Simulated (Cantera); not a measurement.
Low-pressure radical oxidation in H2/O2

A perfectly stirred reactor is fed with H₂ : O₂ : N₂ = 0.015 : 1 : 0.92 (molar parts), equivalence ratio 0.0075, at 1500 Pa; it is held at 1300 K, and followed from long to short residence time.

Model: the H2/O2 subset of GRI-Mech 3.0, which has no nitrogen chemistry, integrated in Cantera. Radical loss at walls, strong at low pressure, is not modelled.

```csv
τ (s),x H₂,x O₂,x HO₂,x OH,x H₂O
4.5,1.41e-5,0.514,1.92e-7,0.000310,0.00760
2.1,2.18e-5,0.514,2.49e-7,0.000388,0.00754
0.97,3.37e-5,0.513,3.12e-7,0.000479,0.00746
0.45,5.16e-5,0.512,3.77e-7,0.000577,0.00736
0.21,7.95e-5,0.512,4.38e-7,0.000675,0.00725
0.097,0.000127,0.511,4.95e-7,0.000775,0.00710
0.045,0.000216,0.510,5.49e-7,0.000881,0.00692
0.021,0.000386,0.510,6.08e-7,0.00101,0.00665
0.0098,0.000715,0.511,6.72e-7,0.00117,0.00620
0.0046,0.00134,0.511,7.31e-7,0.00134,0.00548
```
x: mole fraction; the columns are a selection and need not sum to one.
